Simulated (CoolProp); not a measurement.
Vapour-liquid equilibrium of R1234yf (1) + R134a (2) at 87.9 kPa; x and y are mole fractions of (1).

Values from CoolProp's multi-fluid Helmholtz-energy mixture model, Lemmon 2022 and Tillner-Roth 1994; pair parameters Bell 2022.

```csv
x,bubble temperature (K),y at the bubble point,dew temperature at overall composition x (K),liquid density (mol/L)
0.05,243.5,0.073,243.6,13.44
0.125,242.7,0.170,243.1,?
0.2,242.2,0.256,242.5,13.02
0.275,241.7,0.334,242.0,?
0.35,241.3,0.406,241.6,?
0.425,240.9,0.474,241.2,12.44
0.5,240.7,0.539,240.8,12.25
0.575,240.5,0.603,240.6,12.08
0.65,240.3,0.667,240.4,11.90
0.725,240.3,0.732,240.3,?
0.8,240.2,0.799,240.2,11.57
0.875,240.3,0.870,240.3,11.41
0.95,240.4,0.946,240.4,11.26
```

Complete the blanks.


- 0.125, liquid density (mol/L): 13.23
- 0.275, liquid density (mol/L): 12.82
- 0.35, liquid density (mol/L): 12.63
- 0.725, liquid density (mol/L): 11.73

y crosses x between x = 0.725 and 0.8: the model has an azeotrope there.

The pair parameters rest on a limited set of measurements; away from them the model extrapolates.
